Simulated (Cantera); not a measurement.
A Cantera script and what it prints.

```python
import numpy as np
import cantera as ct

gas_names = """
    CL CL2 H HCL H2 Si SiCL SiCL2 SiCL3 SiCL4 SiH SiHCL3 SiH2 SiH2CL2 SiH3 SiH3CL SiH4 Si2 Si3
""".split()
cond_names = """
    Si(cr) Si(L)
""".split()


# ... load() reads the species with a 1 bar reference pressure and builds the phases ...
atoms = {
    'SiH2Cl2': {'Si': 1, 'H': 2, 'CL': 2},
    'Cl2': {'CL': 2},
    'H2': {'H': 2},
}
top_T = {}  # K; cautious upper limits of use, not melting points


# ... equilibrate(T, P, feed) seeds the gas with the atoms and calls Mixture.equilibrate('TP', solver="vcs", rtol=1e-11, max_steps=5000) ...
results = []
T = 1773  # K
P = 1333.22  # Pa
for m in [16, 22, 30, 41, 56, 77, 110, 150, 200, 280, 380, 520]:
    feed = {'SiH2Cl2': 1, 'Cl2': 0.1, 'H2': m}  # mol
    mix = equilibrate(T, P, feed)
    results.append((T, P, feed, dict(zip(mix.species_names, mix.species_moles))))

top = {s: max(r[3][s] / sum(r[3][g] for g in gas_names) for r in results) for s in gas_names}
cols = sorted((s for s in top if top[s] > 0.001), key=lambda s: -top[s])[:9]
seen = [c for c in cond_names if any(r[3].get(c, 0) > 1e-12 for r in results)]
print("log10 of partial pressures in bar; condensed amounts in mol")
print(f"{'n(H2)':>10s}" + "".join(f"{s[:9]:>10s}" for s in cols + seen))
for T, P, feed, n in results:
    ng = sum(n[g] for g in gas_names)
    print(f"{feed['H2']:10.4g}" + "".join(f"{np.log10(max(n[s] / ng * P / 1e5, 1e-99)):10.3f}" for s in cols)
          + "".join(f"{n.get(c, 0):10.4g}" for c in seen))
```

Result:

```
log10 of partial pressures in bar; condensed amounts in mol
     n(H2)        H2       HCL     SiCL2         H     Si(L)
        16    -1.922    -2.985    -3.542    -4.507    0.6007
        22    -1.911    -3.076    -3.733    -4.502     0.656
        30    -1.903    -3.171    -3.932    -4.497    0.7072
        41    -1.897    -3.273    -4.143    -4.494    0.7542
        56    -1.892    -3.381    -4.364    -4.492    0.7952
        77    -1.888    -3.497    -4.599    -4.490      0.83
       110    -1.884    -3.632    -4.872    -4.488    0.8596
       150    -1.882    -3.753    -5.117    -4.487    0.8769
       200    -1.881    -3.868    -5.349    -4.486    0.8857
       280    -1.880    -4.006    -5.625    -4.486    0.8866
       380    -1.879    -4.132    -5.879    -4.485    0.8779
       520    -1.878    -4.264    -6.143    -4.485    0.8582
```

Method: chemical equilibrium by Gibbs-energy minimisation in Cantera with the NASA 1993 tables (ideal gas, pure condensed phases). The tables' values for SiCl, SiCl3 are old estimates; treat these amounts as uncertain. Gases not in the tables: Si2H6 and higher silanes.
